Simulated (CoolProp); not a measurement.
A simple Rankine cycle with R142b: condensing at 332.15 K, boiler at 2.31 MPa, turbine inlet 383.8 K, turbine efficiency 0.65, pump efficiency 0.8, no recuperator. Each further row changes one setting.

Values from CoolProp's reference Helmholtz-energy equation of state, Lemmon 2006. It is a short technical equation, of lower accuracy than the large ones.

| case | thermal efficiency (%) | net work (kJ/kg) | heat in (kJ/kg) | turbine exit temperature (K) | volume ratio over the turbine |
|---|---|---|---|---|---|
| as stated | 6.3 | 12.8 | 202 | 344.2 | 3.08 |
| turbine inlet 403.8 K | 6.5 | 14.8 | 229 | 368.4 | 2.92 |
| condensing temperature 324.15 K | 7.4 | ___ | ___ | 338.2 | 3.79 |
| boiler pressure 1.62 MPa | ___ | 9.69 | ___ | 362.3 | 1.97 |
| turbine efficiency 0.55 | 5.2 | ___ | 202 | ___ | ___ |

Problem. What belongs in the gaps?

Solution. 
- condensing temperature 324.15 K, net work (kJ/kg): 15.7
- condensing temperature 324.15 K, heat in (kJ/kg): 213
- boiler pressure 1.62 MPa, thermal efficiency (%): 4.4
- boiler pressure 1.62 MPa, heat in (kJ/kg): 218
- turbine efficiency 0.55, net work (kJ/kg): 10.6
- turbine efficiency 0.55, turbine exit temperature (K): 346.3
- turbine efficiency 0.55, volume ratio over the turbine: 3.11
